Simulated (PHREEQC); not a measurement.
Dissolve 0.0003 mol/kgw NH3 and 0.038 mol/kgw K2CO3 at 15 °C. Closed to the air; pH follows from the charge balance.

Computed with PHREEQC (ion-association model, wateq4f.dat).

This is a speciation only: nothing precipitates in the calculation.

**Question.** Predict the pH, ionic strength.

**Answer.** pH 11.45; ionic strength 0.112 mol/kgw.

**Question.** In which forms is N present?

**Answer.** NH3 98 %, NH4+ 1.6 % of the N.
